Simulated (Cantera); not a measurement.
## Stirred combustor or abatement burner

A perfectly stirred reactor is fed with CH3OH : O2 : N2 : H2O = 1 : 0.833 : 3.13 : 0.0066 (molar parts), equivalence ratio 1.8, at 4.60 bar; it is adiabatic with a 600 K inlet, and is followed from long to short residence time, starting on the burning branch (τ in s: 0.04, 0.014, 0.0046, 0.0016, 0.00053, 0.00018, 6.1e-05, 2.1e-05, 7e-06).

Computed with Cantera and GRI-Mech 3.0 (53 species, 325 reactions). GRI-Mech 3.0 was tuned for natural gas; its chemistry of methanol as a main component is partial and can be far from experiment.

```
τ (s)    T (K)   x CH3OH      x O2     x CH4    x HCN    x CH2
-------  -----  --------  --------  --------  -------  -------
0.040     1997   3.23e-6   6.37e-5   4.95e-5  7.79e-7  5.93e-8
0.014     1993   5.87e-6  0.000115   4.74e-5  1.24e-6  1.29e-7
0.0046    1987   1.16e-5  0.000226   6.14e-5  2.70e-6  3.45e-7
0.0016    1977   2.37e-5  0.000459   9.95e-5  6.14e-6  9.32e-7
0.00053   1963   5.49e-5   0.00104  0.000195  1.26e-5  2.56e-6
0.00018   1939  0.000141   0.00258  0.000422  1.74e-5  6.25e-6
6.1e-5    1875  0.000470   0.00771   0.00103  1.07e-5  1.18e-5
2.1e-5     600     0.201     0.168    <1e-12   <1e-12   <1e-12
7.0e-6     600     0.201     0.168    <1e-12   <1e-12   <1e-12
```
x: mole fraction; the columns are a selection and need not sum to one.
